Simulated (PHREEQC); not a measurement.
A solution holds 0.071 mol/kgw HCl, 0.017 mol/kgw NaCl and 0.015 mol/kgw MnSO4, at 7.3 °C. Closed to the air; pH follows from the charge balance.

Model: ion-association model, wateq4f.dat, run in PHREEQC.

**Question.** The ionic strength comes out as 0.123 mol/kgw. What activity coefficients do HSO4-, Cl-, Na+, SO4-2, H+ get?

**Answer.** HSO4- 0.77, Cl- 0.76, Na+ 0.78, SO4-2 0.36, H+ 0.82.

This is a speciation only: nothing precipitates in the calculation. Away from 25 °C the constants follow the database's enthalpies or fits; those with neither stay at their 25 °C values.
